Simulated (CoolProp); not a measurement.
Vapour-liquid equilibrium of dimethyl ether (1) + 1-butene (2) at 14.85 °C; x and y are mole fractions of (1).

The numbers come from the multi-fluid Helmholtz-energy mixture model, Wu 2011 and Lemmon 2005; pair parameters Bell 2016 in CoolProp.

```
x     bubble pressure, mixture model (bar)  bubble pressure, Raoult's law (bar)  y, mixture model  y, Raoult's law
----  ------------------------------------  -----------------------------------  ----------------  ---------------
0.05                                 2.319                                2.268        (withheld)            0.096
0.2                             (withheld)                                2.597        (withheld)            0.335
0.35                                 3.147                                2.927             0.527            0.521
0.5                                  3.483                                3.256             0.657            0.669
0.65                            (withheld)                                3.586             0.766            0.789
0.8                                  4.045                                3.915        (withheld)            0.890
0.95                                 4.281                                4.245             0.965            0.975
```

Problem. Complete the blanks.

Solution. 
- 0.05, y, mixture model: 0.110
- 0.2, bubble pressure, mixture model (bar): 2.761
- 0.2, y, mixture model: 0.356
- 0.65, bubble pressure, mixture model (bar): 3.780
- 0.8, y, mixture model: 0.866

The largest gap from Raoult's law is +7.5 % in bubble pressure, at x = 0.35. No azeotrope shows between x = 0.05 and 0.95.

The pair parameters rest on a limited set of measurements; away from them the model extrapolates.
